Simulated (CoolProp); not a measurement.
Methanol along the isotherm 272.25 °C: Z from the reference equation and from simpler models built on Tc = 240.2 °C, pc = 8216 kPa, ω = 0.565; each cubic takes its own stable root.

The numbers come from the reference Helmholtz-energy equation of state, de Reuck 1993 in CoolProp.

| p (kPa) | phase | reference |
|---|---|---|
| 65 | gas | 0.9981 |
| 148 | gas | 0.9956 |
| 336 | gas | 0.9899 |
| 766 | gas | 0.9765 |
| 1740 | gas | 0.9441 |
| 3970 | gas | 0.8592 |
| 9030 | supercritical | 0.6074 |
| 20500 | supercritical | 0.3172 |

Task: How far does each simpler model (van der Waals, Soave-Redlich-Kwong) lie from the reference over these 8 states: mean and median of the absolute difference, and the worst?

Result: 
- van der Waals: mean 8.5 %, median 0.1 %, worst +62.4 % at 272.25 °C and 20500 kPa
- Soave-Redlich-Kwong: mean 6.7 %, median 0.2 %, worst +48.4 % at 272.25 °C and 20500 kPa
